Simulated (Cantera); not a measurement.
A Cantera script and its output.

```python
import numpy as np
import cantera as ct

gas = ct.Solution("gri30.yaml")
gas.TPX = 898, 12000, {'H2': 0.64, 'O2': 1, 'N2': 1.2}
inlet = ct.Reservoir(gas, clone=True)

reactor = ct.IdealGasConstPressureReactor(gas, energy="off", clone=False)
exhaust = ct.Reservoir(gas, clone=True)
tau = [2.1, 0.9, 0.38, 0.16, 0.067, 0.028, 0.012, 0.0049, 0.0021, 0.00087][0]
for a, b in ((inlet, reactor), (reactor, exhaust)):
    ct.MassFlowController(a, b, mdot=lambda t: reactor.mass / tau)
net = ct.ReactorNet([reactor])
show = ['H2', 'O2', 'NO2', 'H2O', 'N2O', 'O', 'H']

rows = []
print(f"{'tau/s':>10s}{'T/K':>9s}" + "".join(f"{s:>11s}" for s in show))
for tau in [2.1, 0.9, 0.38, 0.16, 0.067, 0.028, 0.012, 0.0049, 0.0021, 0.00087]:
    net.initial_time = 0.0
    net.advance(30 * tau)
    before = gas.X
    net.advance(40 * tau)
    drift = np.max(np.abs(gas.X - before) / (gas.X + 1e-9))
    rows.append([gas.T, *gas[show].X, drift])
    print(f"{tau:10.3e}{gas.T:9.1f}" + "".join(f"{x:11.3e}" for x in gas[show].X))
```

Result:

```
     tau/s      T/K         H2         O2        NO2        H2O        N2O          O          H
 2.100e+00    898.0  1.210e-02  2.742e-01  1.024e-10  2.402e-01  1.394e-08  8.553e-06  4.175e-06
 9.000e-01    898.0  1.306e-02  2.745e-01  1.057e-10  2.392e-01  1.282e-08  1.834e-05  9.686e-06
 3.800e-01    898.0  1.499e-02  2.752e-01  1.024e-10  2.370e-01  1.120e-08  3.778e-05  2.279e-05
 1.600e-01    898.0  1.828e-02  2.764e-01  9.317e-11  2.333e-01  9.208e-09  7.353e-05  5.360e-05
 6.700e-02    898.0  2.341e-02  2.782e-01  7.975e-11  2.274e-01  7.147e-09  1.363e-04  1.260e-04
 2.800e-02    898.0  3.101e-02  2.809e-01  6.435e-11  2.187e-01  5.269e-09  2.423e-04  2.944e-04
 1.200e-02    898.0  4.152e-02  2.846e-01  4.950e-11  2.065e-01  3.749e-09  4.090e-04  6.627e-04
 4.900e-03    898.0  5.701e-02  2.901e-01  3.542e-11  1.883e-01  2.499e-09  6.891e-04  1.529e-03
 2.100e-03    898.0  7.689e-02  2.971e-01  2.432e-11  1.645e-01  1.623e-09  1.095e-03  3.255e-03
 8.700e-04    898.0  1.041e-01  3.067e-01  1.506e-11  1.312e-01  9.654e-10  1.691e-03  6.635e-03
```

Model: GRI-Mech 3.0 (53 species, 325 reactions), integrated in Cantera. Radical loss at walls, strong at low pressure, is not modelled. Below about 950 K walls govern HO2 and H2O2 in real vessels. The temperature is held fixed by assumption; the heat of reaction is taken as removed at once.
